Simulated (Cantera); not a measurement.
**Ignition delay**

Mixture: 10.0 % CH4, 14.0 % CO, 14.2 % O2, 53.4 % N2, 8.40 % H2O, at 350000 Pa, adiabatic and at constant volume. Ignition delay is the time to a rise of 400 K.

Computed with Cantera and GRI-Mech 3.0 (53 species, 325 reactions).

```tsv
T0 (K)	delay (ms)
1075	313
1175	59.5
1275	13.6
1375	3.58
1475	1.05
1575	0.345
1675	0.129
1775	0.0553
```

```yaml
apparent activation energy between 1575 and 1775 K: 210 kJ/mol
```
